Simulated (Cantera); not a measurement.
A freely propagating, adiabatic, planar premixed flame of C3H8 : O2 : N2 = 1 : 4.17 : 12.1 (molar parts), unburnt at 600 K and 0.133 bar; mixture-averaged transport, grid criteria slope 0.08 and curve 0.16, no radiation.

Detailed kinetics in Cantera: GRI-Mech 3.0 (53 species, 325 reactions). GRI-Mech 3.0 was tuned for natural gas; its chemistry of propane as a main component is partial and can be far from experiment. Burning velocities carry a grid error of a few per cent, more on coarse grids.

Predict: laminar burning velocity; thermal thickness; peak x(CH3); peak x(C2H6); peak x(CO).


| Property | Result |
|---|---|
| laminar burning velocity | 245 cm/s |
| thermal thickness | 1.35 mm |
| peak x(CH3) | 0.00709 |
| peak x(C2H6) | 0.00292 |
| peak x(CO) | 0.110 |
